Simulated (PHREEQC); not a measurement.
PHREEQC input (ion-association model, wateq4f.dat):

```
SOLUTION_MASTER_SPECIES
  An  An-  0  An  62.0  # stands for a non-complexing anion
SOLUTION_SPECIES
  An- = An-
    -log_k 0
    -gamma 3.0 0
PHASES
  Fix_H+
    H+ = H+
    -log_k 0
SOLUTION 1
  temp 25
  units mmol/kgw
  pH 7 charge
  Cl 0.158
  Mn(2) 0.079
  Na 50
  An 50
END
SELECTED_OUTPUT 1
  -reset false
  -pH true
  -pe true
  -ionic_strength true
  -water true
  -totals Cl Mn Na Mn(2) Mn(3) Mn(6) Mn(7)
  -molalities Hfo_wOH Hfo_wOH2+ Hfo_wO- Hfo_sOH Hfo_sOH2+ Hfo_sO- Hfo_sOMn+ Hfo_wOMn+
  -saturation_indices Pyrochroite Halite
USER_PUNCH 1
  -headings sigma psi
  10 PUNCH EDL("sigma", "Hfo"), EDL("psi", "Hfo")
PRINT
  -reset false
USE solution 1
SURFACE 1
  Hfo_wOH 3.82022e-05 600 0.017
  Hfo_sOH 9.55056e-07
EQUILIBRIUM_PHASES 1
  Fix_H+ -3 HAn 10
    -force_equality true
END
# ... the last block is repeated for the other 16 points of pH, with NaOH or the acid as the point needs
```

Selected output (columns that matter, 17 of 17 rows; pH added in front):

```
pH	mu	Mn	Na	m_Hfo_wOH	m_Hfo_wOH2+	m_Hfo_wO-	m_Hfo_sOH	m_Hfo_sOH2+	m_Hfo_sO-	m_Hfo_sOMn+	si_Pyrochroite	si_Halite	sigma	psi
3	0.051429	7.9e-05	0.05	1.3656e-06	3.6835e-05	1.1598e-09	3.414e-08	9.2089e-07	2.8996e-11	7.1115e-13	-13.624	-6.8607	0.35717	0.16913
3.5	0.050625	7.9e-05	0.05	3.6253e-06	3.4568e-05	8.7101e-09	9.0633e-08	8.642e-07	2.1775e-10	6.7005e-12	-12.622	-6.8596	0.33511	0.16627
4	0.05037	7.9e-05	0.05	7.7947e-06	3.0362e-05	4.5842e-08	1.9485e-07	7.59e-07	1.146e-09	5.8924e-11	-11.621	-6.8593	0.29396	0.15969
4.5	0.050287	7.9e-05	0.05	1.328e-05	2.4759e-05	1.6318e-07	3.3183e-07	6.1866e-07	4.0775e-09	4.8049e-10	-10.621	-6.8592	0.2385	0.14904
5	0.050258	7.8996e-05	0.05	1.8707e-05	1.9075e-05	4.2031e-07	4.6588e-07	4.7502e-07	1.0467e-08	3.6897e-09	-9.6212	-6.8591	0.1809	0.13497
5.5	0.050247	7.8972e-05	0.05	2.309e-05	1.4255e-05	8.5676e-07	5.61e-07	3.4635e-07	2.0816e-08	2.6895e-08	-8.6213	-6.8591	0.13009	0.11828
6	0.050242	7.8825e-05	0.05	2.6144e-05	1.0571e-05	1.4813e-06	5.3825e-07	2.1763e-07	3.0496e-08	1.6868e-07	-7.6221	-6.8591	0.089415	0.099575
6.5	0.050238	7.8367e-05	0.05	2.8022e-05	7.8376e-06	2.2951e-06	2.7156e-07	7.5955e-08	2.2242e-08	5.853e-07	-6.6247	-6.8591	0.058932	0.079465
7	0.050235	7.7764e-05	0.05	2.8758e-05	5.8507e-06	3.2382e-06	5.6607e-08	1.1517e-08	6.3741e-09	8.8056e-07	-5.6281	-6.8591	0.036455	0.058064
7.5	0.050233	7.583e-05	0.050004	2.7581e-05	3.7624e-06	4.6317e-06	9.2741e-09	1.2651e-09	1.5574e-09	9.4296e-07	-4.6391	-6.8591	0.021767	0.038755
8	0.050229	7.0688e-05	0.050016	2.1543e-05	1.3349e-06	7.9644e-06	2.2131e-09	1.3714e-10	8.182e-10	9.5189e-07	-3.6701	-6.859	0.015909	0.029451
8.5	0.050226	6.4938e-05	0.050031	1.2041e-05	2.5964e-07	1.2793e-05	6.958e-10	1.5003e-11	7.3924e-10	9.5361e-07	-2.7083	-6.8588	0.014457	0.026993
9	0.05023	6.1242e-05	0.050047	5.0401e-06	3.5652e-08	1.6323e-05	2.2731e-10	1.6079e-12	7.3616e-10	9.5409e-07	-1.7382	-6.8587	0.013909	0.026049
9.5	0.050253	5.9613e-05	0.050079	1.8031e-06	4.1463e-09	1.7963e-05	7.4147e-11	1.705e-13	7.3867e-10	9.5424e-07	-0.7636	-6.8584	0.013502	0.02534
10	0.050332	5.9056e-05	0.050169	6.1993e-07	4.7354e-10	1.8592e-05	2.4746e-11	1.8902e-14	7.4214e-10	9.5429e-07	0.1917	-6.8578	0.012789	0.024075
10.5	0.050587	5.8948e-05	0.050448	2.2462e-07	6.1217e-11	1.888e-05	8.9157e-12	2.4299e-15	7.4942e-10	9.543e-07	1.0826	-6.8557	0.011073	0.020975
11	0.051416	5.9069e-05	0.051309	9.2956e-08	1.0347e-11	1.9132e-05	3.713e-12	4.1328e-16	7.642e-10	9.5429e-07	1.8519	-6.8494	0.0075552	0.014403
```

Along this series the solution becomes supersaturated in solids that the run did not let form, among them Pyrochroite. The oxide is taken as insoluble; below pH 4 it would dissolve.
